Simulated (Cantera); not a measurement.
Input (Python, Cantera) and output of one run.

```python
import numpy as np
import cantera as ct

gas_names = """
    SiF4 SiH4 SiHF3
""".split()
cond_names = """

""".split()


# ... load() reads the species with a 1 bar reference pressure and builds the phases ...
species = {s.name: s for s in load("nasa_gas.yaml", gas_names) + load("nasa_condensed.yaml", cond_names)}
# Each term lists the table entries of one substance; the one whose range holds T is used.
reactions = {
    '3 SiF4(g) + SiH4(g) = 4 SiHF3(g)':
        [(-3, ['SiF4']), (-1, ['SiH4']), (4, ['SiHF3'])],
}


def pick(names, T):
    return next(species[n] for n in names if species[n].thermo.min_temp <= T <= species[n].thermo.max_temp)


results = []
for label, terms in reactions.items():
    print(label)
    print("     T/K   dH/kJ  dS/(J/K)   dG/kJ   log10 K")
    for T in [300, 2275, 2300, 2325, 2350, 2375, 2400, 2425, 2450, 2475, 2500]:
        used = [(nu, pick(names, T)) for nu, names in terms]
        dH = sum(nu * s.thermo.h(T) for nu, s in used) / 1e6
        dS = sum(nu * s.thermo.s(T) for nu, s in used) / 1e3
        dG = dH - T * dS / 1e3
        logK = -dG * 1e6 / (ct.gas_constant * T * np.log(10))
        results.append((label, T, dH, dS, dG, logK, [s.name for _, s in used]))
        print(f"{T:8g} {dH:8.1f} {dS:8.1f} {dG:8.1f} {logK:8.2f}")
```

Result:

```
3 SiF4(g) + SiH4(g) = 4 SiHF3(g)
     T/K   dH/kJ  dS/(J/K)   dG/kJ   log10 K
     300      7.3     56.1     -9.6     1.67
    2275      3.0     49.5   -109.7     2.52
    2300      3.0     49.5   -110.9     2.52
    2325      3.0     49.5   -112.2     2.52
    2350      3.0     49.5   -113.4     2.52
    2375      3.0     49.5   -114.6     2.52
    2400      3.0     49.5   -115.9     2.52
    2425      2.9     49.5   -117.1     2.52
    2450      2.9     49.5   -118.3     2.52
    2475      2.9     49.5   -119.6     2.52
    2500      2.9     49.5   -120.8     2.52
```

Cantera with NASA thermochemical tables; ideal gases at 1 bar, condensed phases pure. Condensed species are held in their standard states even where they would react or evaporate.
